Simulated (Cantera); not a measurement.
# Equilibrium for silicon nitride deposition: Si2Cl6 + NH3 + N2

Feed: 1 mol Si2Cl6, 3 mol NH3, 5.7 mol N2, held at 7.50 Torr.

Cantera equilibrium calculation (NASA polynomials, part measured and part estimated; ideal gas, pure solids and liquids). Candidate condensed phases: NH4Cl, Si, Si3N4; 28 gas species. The feed counts by its element totals alone. The tables' values for SiCl3, SiCl are old estimates; treat these amounts as uncertain. Equilibrium is a limit: real reactors are often held back by kinetics, nucleation or transport.

From 802 °C to 1402 °C the condensed part is Si3N4(s). The main Si-bearing gas is SiCl4 at 802 °C and SiCl2 at 1402 °C. The share of Si in condensed phases is highest at 952 °C (81.0 %) and lowest at 1402 °C (6.4 %).

```json
[
 {"T (°C)": "802", "x N2": "0.464", "x HCl": "0.329", "x H2": "0.176", "x SiCl2": "2.23e-5", "x SiCl4": "0.0309", "x SiCl3": "0.000209", "n Si3N4(s)": "0.528"},
 {"T (°C)": "852", "x N2": "0.463", "x HCl": "0.334", "x H2": "0.173", "x SiCl2": "8.78e-5", "x SiCl4": "0.0292", "x SiCl3": "0.000456", "n Si3N4(s)": "0.534"},
 {"T (°C)": "902", "x N2": "0.462", "x HCl": "0.339", "x H2": "0.170", "x SiCl2": "0.000305", "x SiCl4": "0.0274", "x SiCl3": "0.000926", "n Si3N4(s)": "0.539"},
 {"T (°C)": "952", "x N2": "0.461", "x HCl": "0.342", "x H2": "0.168", "x SiCl2": "0.000947", "x SiCl4": "0.0255", "x SiCl3": "0.00175", "n Si3N4(s)": "0.540"},
 {"T (°C)": "1002", "x N2": "0.461", "x HCl": "0.343", "x H2": "0.167", "x SiCl2": "0.00264", "x SiCl4": "0.0232", "x SiCl3": "0.00307", "n Si3N4(s)": "0.537"},
 {"T (°C)": "1052", "x N2": "0.461", "x HCl": "0.340", "x H2": "0.167", "x SiCl2": "0.00662", "x SiCl4": "0.0200", "x SiCl3": "0.00494", "n Si3N4(s)": "0.524"},
 {"T (°C)": "1102", "x N2": "0.462", "x HCl": "0.331", "x H2": "0.169", "x SiCl2": "0.0147", "x SiCl4": "0.0158", "x SiCl3": "0.00710", "n Si3N4(s)": "0.496"},
 {"T (°C)": "1152", "x N2": "0.464", "x HCl": "0.313", "x H2": "0.174", "x SiCl2": "0.0284", "x SiCl4": "0.0108", "x SiCl3": "0.00884", "n Si3N4(s)": "0.447"},
 {"T (°C)": "1202", "x N2": "0.467", "x HCl": "0.286", "x H2": "0.183", "x SiCl2": "0.0474", "x SiCl4": "0.00622", "x SiCl3": "0.00930", "n Si3N4(s)": "0.376"},
 {"T (°C)": "1252", "x N2": "0.472", "x HCl": "0.252", "x H2": "0.195", "x SiCl2": "0.0688", "x SiCl4": "0.00302", "x SiCl3": "0.00837", "n Si3N4(s)": "0.291"},
 {"T (°C)": "1302", "x N2": "0.478", "x HCl": "0.216", "x H2": "0.208", "x SiCl2": "0.0897", "x SiCl4": "0.00131", "x SiCl3": "0.00670", "n Si3N4(s)": "0.202"},
 {"T (°C)": "1352", "x N2": "0.483", "x HCl": "0.182", "x H2": "0.221", "x SiCl2": "0.108", "x SiCl4": "0.000530", "x SiCl3": "0.00498", "n Si3N4(s)": "0.118"},
 {"T (°C)": "1402", "x N2": "0.488", "x HCl": "0.151", "x H2": "0.233", "x SiCl2": "0.124", "x SiCl4": "0.000209", "x SiCl3": "0.00354", "n Si3N4(s)": "0.0429"}
]
```
x: gas mole fraction; n: condensed amount in mol.
